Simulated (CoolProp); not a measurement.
Properties of R125 at several states (Tc = 66.0 °C, pc = 3.618 MPa, ω = 0.305).

Values from CoolProp's reference Helmholtz-energy equation of state, Lemmon 2005.

| T (°C) | p (MPa) | phase | cp (kJ/(kg K)) | Joule-Thomson coefficient (K/MPa) | isothermal compressibility (1/MPa) |
|---|---|---|---|---|---|
| -19.85 | 0.794 | liquid | 1.182 | … | … |
| 100.65 | 19.4 | supercritical | 1.313 | … | 0.01193 |
| 126.75 | 0.274 | gas | 0.9428 | 5.735 | 3.704 |
| 179.55 | 7.22 | supercritical | 1.236 | 3.869 | 0.1671 |

Complete the blanks.


- -19.85, Joule-Thomson coefficient (K/MPa): -0.1580
- -19.85, isothermal compressibility (1/MPa): 0.003672
- 100.65, Joule-Thomson coefficient (K/MPa): 0.2759
